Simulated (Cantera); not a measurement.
# Pyrogenic steam for wet oxidation

An isothermal, constant-pressure homogeneous reactor starts with 21.7 % H2, 16.7 % O2, 61.7 % N2, equivalence ratio 0.65, at 975 K and 82.5 Torr.

Cantera simulation using GRI-Mech 3.0 (53 species, 325 reactions); the numbers are that mechanism's predictions, not measurements. Radical loss at walls, strong at low pressure, is not modelled. The temperature is held fixed by assumption; the heat of reaction is taken as removed at once.

```json
[
 {"t (s)": "0.000200", "x H2": "0.217", "x O2": "0.167", "x NO": "<1e-12", "x OH": "4.39e-11", "x NO2": "<1e-12", "x HO2": "3.92e-10"},
 {"t (s)": "0.000534", "x H2": "0.217", "x O2": "0.167", "x NO": "<1e-12", "x OH": "2.97e-9", "x NO2": "<1e-12", "x HO2": "9.74e-9"},
 {"t (s)": "0.00143", "x H2": "0.209", "x O2": "0.163", "x NO": "6.01e-10", "x OH": "0.000211", "x NO2": "<1e-12", "x HO2": "1.38e-5"},
 {"t (s)": "0.00381", "x H2": "0.00451", "x O2": "0.0674", "x NO": "1.37e-6", "x OH": "0.000610", "x NO2": "4.40e-10", "x HO2": "1.58e-5"},
 {"t (s)": "0.0102", "x H2": "0.000827", "x O2": "0.0658", "x NO": "1.37e-6", "x OH": "0.000100", "x NO2": "9.18e-9", "x HO2": "9.02e-6"},
 {"t (s)": "0.0271", "x H2": "0.000211", "x O2": "0.0655", "x NO": "1.34e-6", "x OH": "3.94e-5", "x NO2": "3.73e-8", "x HO2": "4.04e-6"},
 {"t (s)": "0.0724", "x H2": "4.16e-5", "x O2": "0.0654", "x NO": "1.30e-6", "x OH": "1.87e-5", "x NO2": "8.12e-8", "x HO2": "1.10e-6"},
 {"t (s)": "0.193", "x H2": "5.18e-6", "x O2": "0.0654", "x NO": "1.28e-6", "x OH": "9.03e-6", "x NO2": "9.93e-8", "x HO2": "1.74e-7"},
 {"t (s)": "0.516", "x H2": "4.14e-7", "x O2": "0.0654", "x NO": "1.31e-6", "x OH": "4.36e-6", "x NO2": "7.15e-8", "x HO2": "2.38e-8"},
 {"t (s)": "1.38", "x H2": "3.42e-8", "x O2": "0.0654", "x NO": "1.34e-6", "x OH": "2.27e-6", "x NO2": "3.67e-8", "x HO2": "5.01e-9"},
 {"t (s)": "3.68", "x H2": "7.21e-9", "x O2": "0.0654", "x NO": "1.36e-6", "x OH": "1.28e-6", "x NO2": "1.70e-8", "x HO2": "1.56e-9"},
 {"t (s)": "9.82", "x H2": "2.31e-9", "x O2": "0.0654", "x NO": "1.37e-6", "x OH": "7.56e-7", "x NO2": "8.75e-9", "x HO2": "5.70e-10"},
 {"t (s)": "26.2", "x H2": "8.14e-10", "x O2": "0.0654", "x NO": "1.38e-6", "x OH": "4.57e-7", "x NO2": "5.85e-9", "x HO2": "2.58e-10"},
 {"t (s)": "70.0", "x H2": "3.15e-10", "x O2": "0.0654", "x NO": "1.37e-6", "x OH": "2.83e-7", "x NO2": "6.11e-9", "x HO2": "1.78e-10"}
]
```
x: mole fraction; the columns are a selection and need not sum to one.

Equilibrium at this temperature and pressure: H2 1.17e-10, O2 0.0654, NO 1.24e-5, OH 1.41e-7, NO2 1.47e-7, HO2 2.31e-10 (gas phase only).
